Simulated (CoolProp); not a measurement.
Values from CoolProp's reference Helmholtz-energy equation of state, Bücker 2006.

Question: For n-butane, give the phase and the density (kg/m³), isothermal compressibility (1/MPa), expansivity (1/kK), viscosity (µPa s) at 484.6 K and 26.7 bar; 484.6 K and 53.3 bar; 484.6 K and 66.7 bar.

Answer: 
- 484.6 K and 26.7 bar: gas; density 46.3, isothermal compressibility 0.459, expansivity 3.84, viscosity 12.8
- 484.6 K and 53.3 bar: supercritical; density 123, isothermal compressibility 0.318, expansivity 8.99, viscosity 15.6
- 484.6 K and 66.7 bar: supercritical; density 183, isothermal compressibility 0.264, expansivity 12.6, viscosity 19.2

Viscosity comes from a separate model (Vogel 1999).
